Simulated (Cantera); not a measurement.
# Thermodynamics of silicon etching in halogen gases, feed Si + NF₃

Input: 1 mol Si, 3.9 mol NF₃, held at 13.3 mbar.

Equilibrium computed with Cantera from the NASA thermochemical tables; the gas is ideal and each condensed phase is pure. Candidate condensed phases: Si, Si₃N₄; 16 gas species. Kinetics and transport are ignored.

```
T (K)       x F     x NF₃      x F₂   x N₂  x SiF₄    x NF₂      x NF
-----  --------  --------  --------  -----  ------  -------  --------
625    0.000620     0.530    0.0706  0.174   0.225  1.17e-8    <1e-12
725      0.0121     0.215     0.356  0.239   0.178  1.71e-7    <1e-12
825      0.0728    0.0262     0.485  0.271   0.146  4.94e-7    <1e-12
925       0.235   0.00226     0.380  0.253   0.130  6.43e-7    <1e-12
1025      0.476  0.000148     0.193  0.218   0.112  4.72e-7  1.91e-12
1125      0.643   6.79e-6    0.0629  0.195  0.0998  2.08e-7  1.18e-11
1225      0.701   3.23e-7    0.0176  0.186  0.0956  7.73e-8  4.71e-11
1325      0.716   2.12e-8   0.00538  0.184  0.0944  3.04e-8  1.46e-10
1425      0.721   1.97e-9   0.00188  0.183  0.0941  1.33e-8  3.84e-10
1525      0.722  2.48e-10  0.000751  0.183  0.0940  6.45e-9  8.87e-10
1625      0.723  4.02e-11  0.000334  0.183  0.0939  3.41e-9   1.84e-9
```
x: gas mole fraction; nothing condenses.

From 625 K to 1625 K nothing is condensed. The main Si-bearing gas is SiF₄ throughout.
